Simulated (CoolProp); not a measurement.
Vapour-liquid equilibrium of ethylene (1) + carbon dioxide (2) at -10.95 °C; x and y are mole fractions of (1).

Model: multi-fluid Helmholtz-energy mixture model, Smukala 2000 and Span 1996; pair parameters Bell 2016, in CoolProp.

Task: Give the bubble pressure and the first vapour's composition at x = 0.15, 0.55, 0.85. Is there an azeotrope?

Result: x = 0.15: 29.22 bar, y = 0.209; x = 0.55: 33.05 bar, y = 0.566; x = 0.85: 32.77 bar, y = 0.839. y crosses x between x = 0.65 and 0.75: the model has an azeotrope there.

Pair parameters are fitted to limited data, so mixtures are less certain than the pure fluids.
